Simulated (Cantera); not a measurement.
Stirred combustor or abatement burner

A perfectly stirred reactor is fed with CH₄ : O₂ : N₂ = 1 : 1.67 : 18.3 (molar parts), at 920000 Pa; it is adiabatic with a 350 K inlet, and is followed from long to short residence time, starting on the burning branch (τ in s: 0.45, 0.15, 0.053, 0.018, 0.0064, 0.0022, 0.00076, 0.00026, 9.1e-05).

Computed with Cantera and GRI-Mech 3.0 (53 species, 325 reactions).

```csv
τ (s),T (K),x CH₄,x O₂,x C₂H₂,x CH₂CO,x CH₃,x HCN
0.45,1235,0.00426,0.00344,4.91e-5,4.03e-5,5.36e-6,9.43e-10
0.15,1178,0.00564,0.00781,1.45e-5,4.80e-5,6.35e-6,1.93e-10
0.053,350,0.0477,0.0796,<1e-12,<1e-12,<1e-12,<1e-12
0.018,350,0.0477,0.0796,<1e-12,<1e-12,<1e-12,<1e-12
0.0064,350,0.0477,0.0796,<1e-12,<1e-12,<1e-12,<1e-12
0.0022,350,0.0477,0.0796,<1e-12,<1e-12,<1e-12,<1e-12
0.00076,350,0.0477,0.0796,<1e-12,<1e-12,<1e-12,<1e-12
0.00026,350,0.0477,0.0796,<1e-12,<1e-12,<1e-12,<1e-12
9.1e-5,350,0.0477,0.0796,<1e-12,<1e-12,<1e-12,<1e-12
```
x: mole fraction; the columns are a selection and need not sum to one.
